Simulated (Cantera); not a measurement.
Feed: 1 mol CO, 56 mol H2, equilibrated at 927 °C and 0.180 bar.

Method: chemical equilibrium by Gibbs-energy minimisation in Cantera with the NASA 1993 tables (ideal gas, pure condensed phases). Candidate condensed phases: C, C6H6, C7H8, C8H18, H2O; 110 gas species. Rates play no part.

Question: What is the equilibrium state?

Answer: 
```
Item                                       Result
--------------------------------------  ---------
x(H2)                                       0.982
x(CO)                                      0.0171
x(CH4)                                   0.000466
x(H2O)                                   0.000461
x(CO2)                                    5.84e-6
gas amount                              56.95 mol
log10 activity of C(graphite) (absent)      -0.77
```
